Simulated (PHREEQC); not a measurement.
A solution holds 120 mmol/kgw CuSO4, 2.7 mmol/kgw HCl and 0.5 mmol/kgw NaCl, at 25 °C. Closed to the air; pH follows from the charge balance.

Model: ion-association model, phreeqc.dat, run in PHREEQC.

```
quantity                  before   after
------------------------  ------  ------
pH                          3.10    3.29
ionic strength (mol/kgw)   0.244   0.133
Cu+2 (mol/kgw)            0.0611  0.0332
SO4-2 (mol/kgw)           0.0595  0.0326
CuSO4 (mol/kgw)           0.0587  0.0267
SI of Halite (NaCl)        -7.71   -8.25
```

Task: Which change was made?
A. diluted 2-fold with water
B. diluted 10-fold with water
C. HCl left out
D. temperature from 25 to 10 °C
E. temperature from 25 to 30 °C

Result: A, diluted 2-fold with water

This is a speciation only: nothing precipitates in the calculation.
